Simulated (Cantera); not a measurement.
Charge: 1 mol SF6, 0.1 mol H2, 2.2 mol O2, held at 0.100 bar.

Equilibrium computed with Cantera from the NASA thermochemical tables; the gas is ideal and each condensed phase is pure. Candidate condensed phases: H2O, H2SO4, S; 71 gas species. Ions and electrons are included (thermal ionisation). The numbers say what is thermodynamically allowed, not how fast it happens. All values below are at 5000 K.

Base state: F 0.517, O 0.379, S 0.0857, H 0.0168, SO 0.000399, HF 0.000380, O2 0.000292, S+ 0.000131 (mole fractions); condensed: gas only.

Task: What changes in the equilibrium state with this change: pressure from 0.100 bar to 32.0 Pa?

Result: 
| species | before | after |
|---|---|---|
| F | 0.517 | 0.516 |
| O | 0.379 | 0.378 |
| S | 0.0857 | 0.0837 |
| e- | 0.000129 | 0.00228 |
| S+ | 0.000131 | 0.00227 |
| H | 0.0168 | 0.0172 |
| SF | 2.00e-5 | 6.23e-8 |
| SO | 0.000399 | 1.25e-6 |
| O2 | 0.000292 | 9.34e-7 |
| HF | 0.000380 | 1.24e-6 |
| OH | 2.87e-5 | 9.38e-8 |
